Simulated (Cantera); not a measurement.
Input: 1 mol SiH2Cl2, a varied amount of O2, held at 1677 °C and 8.20 mbar.

Cantera equilibrium calculation (NASA polynomials, part measured and part estimated; ideal gas, pure solids and liquids). Candidate condensed phases: H2O, Si, SiO2; 30 gas species. The tables' values for SiCl3, SiCl are old estimates; treat these amounts as uncertain. Rates play no part.

Q: At 0.29 mol O2, list the 6 most abundant gas species with their mole fractions, and the condensed phases.

A: HCl 0.433, SiO 0.223, H2 0.166, SiCl2 0.157, Cl 0.0101, H 0.00516. Condensed: gas only.
